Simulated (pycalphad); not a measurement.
# Phase fractions of Al-0.58Si-0.66Fe (at.%)

Computed with pycalphad from the COST 507 light-alloy database (1999), at 1 atm. The database dates from 1999; later assessments differ in places, in temperatures and in the compounds included. Amounts are mole fractions of atoms.

```json
[
 {"T (K)": "930", "liquid": "1.000", "fcc": "-", "ALFESI_ALPHA": "-", "ALFESI_BETA": "-"},
 {"T (K)": "850", "liquid": "-", "fcc": "(withheld)", "ALFESI_ALPHA": "(withheld)", "ALFESI_BETA": "-"},
 {"T (K)": "770", "liquid": "-", "fcc": "0.964", "ALFESI_ALPHA": "0.029", "ALFESI_BETA": "0.008"},
 {"T (K)": "690", "liquid": "-", "fcc": "(withheld)", "ALFESI_ALPHA": "(withheld)", "ALFESI_BETA": "(withheld)"},
 {"T (K)": "610", "liquid": "-", "fcc": "0.959", "ALFESI_ALPHA": "0.012", "ALFESI_BETA": "0.029"},
 {"T (K)": "530", "liquid": "-", "fcc": "0.959", "ALFESI_ALPHA": "0.010", "ALFESI_BETA": "0.032"}
]
```

Fill in the missing entries.


- 850, fcc: 0.966
- 850, ALFESI_ALPHA: 0.034
- 690, fcc: 0.961
- 690, ALFESI_ALPHA: 0.018
- 690, ALFESI_BETA: 0.022

Database names, with the compositions (at.%) that they take in these runs: ALFESI_ALPHA: Al 71-74 Fe 19 Si 7-10; ALFESI_BETA: Al 70 Si 15 Fe 15.
